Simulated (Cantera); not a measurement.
# Premixed flame

A freely propagating, adiabatic, planar premixed flame of H2 : O2 : N2 = 1 : 0.455 : 1.71 (molar parts), unburnt at 350 K and 0.390 bar; mixture-averaged transport, grid criteria slope 0.08 and curve 0.16, no radiation.

Detailed kinetics in Cantera: the H2/O2 subset of GRI-Mech 3.0, which has no nitrogen chemistry. Burning velocities carry a grid error of a few per cent, more on coarse grids.

```csv
z (mm),T (K),u (m/s),x H2,x O2,x H2O2,x HO2,x H2O,x O
-3.88,350,3.04,0.316,0.144,<1e-8,<1e-8,<1e-8,<1e-8
-2.59,350,3.04,0.316,0.144,<1e-8,<1e-8,<1e-8,<1e-8
-1.94,350,3.04,0.316,0.144,<1e-8,<1e-8,<1e-8,<1e-8
-1.29,350,3.04,0.316,0.144,<1e-8,<1e-8,<1e-8,<1e-8
-0.646,354,3.07,0.314,0.144,1.45e-6,2.83e-5,5.44e-5,4.02e-7
-0.323,591,4.98,0.281,0.141,6.28e-5,0.000167,0.0163,0.000126
0,1082,8.80,0.173,0.103,2.75e-6,4.77e-5,0.103,0.00413
0.323,1403,11.3,0.0767,0.0417,1.95e-6,1.68e-5,0.214,0.0102
0.646,1546,12.3,0.0571,0.0250,1.36e-6,9.01e-6,0.243,0.0107
1.29,1695,13.4,0.0560,0.0199,7.43e-7,6.09e-6,0.254,0.00970
2.59,1850,14.5,0.0560,0.0165,3.80e-7,4.26e-6,0.265,0.00788
5.17,2002,15.5,0.0539,0.0129,2.04e-7,2.85e-6,0.277,0.00576
10.3,2140,16.4,0.0501,0.00935,1.24e-7,1.86e-6,0.290,0.00377
```
x: mole fraction of selected species; z is measured from the peak of heat release.

```yaml
laminar_burning_velocity: 304 cm/s
thermal_thickness: 1.29 mm
peak x(H2O2): 6.53e-5
peak x(HO2): 0.000268
peak x(O): 0.0108
grid_points: 128
```
